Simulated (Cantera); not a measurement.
## Titanium nitride, carbide and oxide coatings: Ti + H2O + H2

A closed system holds: 1 mol Ti, 17 mol H2O, 120 mol H2, held at 0.0780 bar.

Equilibrium computed with Cantera from the NASA thermochemical tables; the gas is ideal and each condensed phase is pure. Candidate condensed phases: H2O, Ti, TiO, TiO2, Ti2O3, Ti3O5, Ti4O7; 12 gas species. Condensed phases not in the tables: Magnéli phases beyond Ti4O7. Rates play no part.

```
T (K)   x H2  x H2O       x H      x OH    x TiO2  n TiO2(rutile)  n Ti4O7(s)  n Ti4O7(l)
-----  -----  -----  --------  --------  --------  --------------  ----------  ----------
1148   0.891  0.109   2.42e-7  1.78e-10    <1e-12            1.00           0           0
1248   0.891  0.109   1.58e-6   1.98e-9    <1e-12            1.00           0           0
1348   0.891  0.109   7.82e-6   1.55e-8    <1e-12            1.00           0           0
1448   0.890  0.109   3.11e-5   9.11e-8  2.17e-12            1.00           0           0
1548   0.890  0.109  0.000104   4.27e-7  5.95e-11            1.00           0           0
1648   0.890  0.109  0.000301   1.66e-6   1.08e-9            1.00           0           0
1748   0.890  0.109  0.000772   5.54e-6   1.40e-8           1.000           0           0
1848   0.887  0.111   0.00179   1.65e-5   1.35e-7               0       0.250           0
1948   0.885  0.111   0.00381   4.32e-5   9.14e-7               0       0.250           0
2048   0.882  0.111   0.00753  0.000103   4.31e-6               0           0       0.250
2148   0.875  0.110    0.0140  0.000226   1.74e-5               0           0       0.249
2248   0.866  0.109    0.0245  0.000464   6.13e-5               0           0       0.247
```
x: gas mole fraction; n: condensed amount in mol.

From 1148 K to 1748 K the condensed part is TiO2(rutile). From 1848 K to 1948 K the condensed part is Ti4O7(s). From 2048 K to 2248 K the condensed part is Ti4O7(l).
